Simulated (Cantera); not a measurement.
Feed: 1 mol SiH4, 2.1 mol O2, equilibrated at 673 K and 7.50 Torr.

Method: chemical equilibrium by Gibbs-energy minimisation in Cantera with the NASA 1993 tables (ideal gas, pure condensed phases). Candidate condensed phases: H2O, Si, SiO2; 18 gas species. Equilibrium is a limit: real reactors are often held back by kinetics, nucleation or transport.

Base state: H2O 0.952, O2 0.0476 (mole fractions); condensed: SiO2(α-quartz).

### Question
What changes in the equilibrium state with this change: SiH4 replaced by SiF4?

### Answer
```tsv
species	before	after
O2	0.0476	0.677
SiF4	0	0.323
H2O	0.952	0
SiO2(α-quartz), mol	1.00	0
```
